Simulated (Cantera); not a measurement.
A closed system holds: 1 mol CH2F2, 1.3 mol F2, held at 2600 °C and 1.33 mbar.

Method: chemical equilibrium by Gibbs-energy minimisation in Cantera with the NASA 1993 tables (ideal gas, pure condensed phases). Candidate condensed phases: C, C6H6, C7H8, C8H18; 95 gas species. The numbers say what is thermodynamically allowed, not how fast it happens.

Base state: F 0.499, HF 0.367, C3 0.0442, CF 0.0403, H 0.0297, C 0.00990, C2 0.00476, CF2 0.00354 (mole fractions); condensed: gas only.

Q: What changes in the equilibrium state with this change: temperature from 2600 °C to 3027 °C?

A: 
| species | before | after |
|---|---|---|
| F | 0.499 | 0.578 |
| H | 0.0297 | 0.195 |
| HF | 0.367 | 0.111 |
| C | 0.00990 | 0.0749 |
| C3 | 0.0442 | 0.0136 |
| CF | 0.0403 | 0.0173 |
| C5 | 0.000457 | 1.24e-5 |
| CF2 | 0.00354 | 0.000103 |
| CH | 2.08e-6 | 1.53e-5 |
| C4 | 9.40e-5 | 1.49e-5 |
| H2 | 0.000106 | 0.000380 |
